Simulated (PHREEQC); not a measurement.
Consider water at 25 °C with 0.028 mol H3PO4, 0.00084 mol HNO3 and 2.9e-06 mol H4SiO4 per kg of water. Closed to the air; pH follows from the charge balance.

All values are PHREEQC results (ion-association model, wateq4f.dat), not measurements.

This is a speciation only: nothing precipitates in the calculation.

Task: Estimate the pH, ionic strength.

Result: pH 1.96; ionic strength 0.0122 mol/kgw.

Task: In which forms is P present?

Result: H3PO4 59 %, H2PO4- 41 % of the P.

Complexes and solids missing from the database can't appear. H3PO4, which wateq4f.dat lacks, is added to it with the constant of phreeqc.dat.
